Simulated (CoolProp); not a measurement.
Vapour-liquid equilibrium of carbon dioxide (1) + isopentane (2) at 281.8 K; x and y are mole fractions of (1).

The numbers come from the multi-fluid Helmholtz-energy mixture model, Span 1996 and Lemmon 2006; pair parameters Kunz 2012 in CoolProp.

```
x     bubble pressure, mixture model (MPa)  bubble pressure, Raoult's law (MPa)  y, mixture model  y, Raoult's law
----  ------------------------------------  -----------------------------------  ----------------  ---------------
0.05                                0.3286                               0.2647             0.844            0.822
0.2                                  1.138                               0.9103             0.951            0.956
0.35                                 1.801                                1.556             0.967            0.979
0.5                                  2.307                                2.201             0.974            0.989
0.65                                 2.753                                2.847             0.979            0.994
0.8                                  3.274                                3.493             0.985            0.997
0.95                                 4.023                                4.138             0.995            0.999
```

The largest gap from Raoult's law is +25.0 % in bubble pressure, at x = 0.2. No azeotrope shows between x = 0.05 and 0.95.

Pair parameters are fitted to limited data, so mixtures are less certain than the pure fluids. The gap from Raoult's law changes sign with composition, which may be real or a fault of the pair parameters; it wasn't checked against measurements.
